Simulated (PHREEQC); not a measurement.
A column of 0.2 m (40 cells, dispersivity 0.016 m, 300 s a shift, diffusion coefficient 3e-10 m²/s) holds 0.14 eq of the database's cation exchanger X per kg of pore water, first in equilibrium with 0.00044 mol/kgw LiCl, 0.00093 mol/kgw ZnSO4 and 1e-05 mol/kgw HCl. It is flushed with 0.029 mol/kgw MgCl2, 0.048 mol/kgw CdCl2, 0.011 mol/kgw MnCl2 and 1e-05 mol/kgw HCl, at 25 °C. Values are for the last cell. CO2 from the air is kept out. Nothing may precipitate in this run.

The numbers come from PHREEQC with the ion-association model, phreeqc.dat.

**Question.** Predict Cd in solution (mol/kgw), Mg in solution (mol/kgw), Mn in solution (mol/kgw) at pore volumes = 1.012, 3.388.

**Answer.** 
| pore volumes | Cd in solution (mol/kgw) | Mg in solution (mol/kgw) | Mn in solution (mol/kgw) |
|---|---|---|---|
| 1.012 | 0.0137 | 0.000923 | 0.000873 |
| 3.388 | 0.0470 | 0.0240 | 0.00998 |

Species that the database lacks are ignored.
